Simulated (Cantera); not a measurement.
**Ignition delay**

Mixture: 13.1 % CO, 17.1 % H₂, 1.31 % CH₄, 12.6 % O₂, 47.6 % N₂, 8.26 % H₂O, equivalence ratio 1.4, at 6600 Torr, adiabatic and at constant volume. Ignition delay is the time to a rise of 400 K.

Cantera simulation using GRI-Mech 3.0 (53 species, 325 reactions); the numbers are that mechanism's predictions, not measurements.

| T0 (K) | delay (ms) |
|---|---|
| 1125 | 0.426 |
| 1225 | 0.0635 |
| 1325 | 0.0133 |
| 1425 | 0.00508 |
| 1525 | 0.00282 |
| 1625 | 0.00186 |
| 1725 | 0.00135 |
| 1825 | 0.00103 |
| 1925 | 0.000824 |

| Quantity | Result |
|---|---|
| apparent activation energy between 1725 and 1925 K | 68 kJ/mol |
